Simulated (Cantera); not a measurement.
Charge: 1 mol SiF₄, a varied amount of N₂, 0.32 mol NH₃, at 823.15 K and 0.0420 bar.

Cantera equilibrium calculation (NASA polynomials, part measured and part estimated; ideal gas, pure solids and liquids). Candidate condensed phases: Si, Si₃N₄; 37 gas species. Kinetics and transport are ignored.

Problem. At 6 mol N₂, list the 4 most abundant gas species with their mole fractions, and the condensed phases.

Solution. N₂ 0.806, SiF₄ 0.131, H₂ 0.0628, HF 4.44e-5. Condensed: gas only.
